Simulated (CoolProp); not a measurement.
Vapour pressure (MPa) of dimethyl carbonate: the reference equation beside estimates from Tc = 557.0 K, pc = 4.909 MPa, ω = 0.346. Clausius-Clapeyron is anchored at 387.6 K with a constant enthalpy of vaporisation of 32.26 kJ/mol.

Computed with CoolProp (reference Helmholtz-energy equation of state, Zhou 2011).

```tsv
T (K)	reference	Clausius-Clapeyron	van der Waals	Redlich-Kwong	Soave-Redlich-Kwong	Peng-Robinson
352	0.06982	0.07551	0.5717	0.1699	0.06819	0.06929
360.9	0.09394	0.09910	0.6554	0.2157	0.09229	[?]
369.8	[?]	[?]	0.7470	0.2701	0.1228	0.1236
378.7	0.1619	0.1643	0.8466	[?]	0.1608	[?]
387.6	0.2078	0.2078	0.9547	[?]	0.2075	0.2073
396.5	0.2634	0.2602	1.071	0.4938	0.2642	0.2633
405.4	0.3298	0.3226	1.197	0.5914	0.3324	0.3304
414.3	[?]	0.3962	1.332	0.7021	0.4135	[?]
```

Q: Fill in the missing entries.

A: 
- 360.9, Peng-Robinson: 0.09331
- 369.8, reference: 0.1243
- 369.8, Clausius-Clapeyron: 0.1284
- 378.7, Redlich-Kwong: 0.3340
- 378.7, Peng-Robinson: 0.1612
- 387.6, Redlich-Kwong: 0.4082
- 414.3, reference: 0.4085
- 414.3, Peng-Robinson: 0.4101

Absolute difference from the reference over all 8 rows, mean and median: Clausius-Clapeyron 3.1 and 2.6 %, van der Waals 424.4 and 391.2 %, Redlich-Kwong 104.0 and 101.4 %, Soave-Redlich-Kwong 1.1 and 1.0 %, Peng-Robinson 0.4 and 0.4 %.
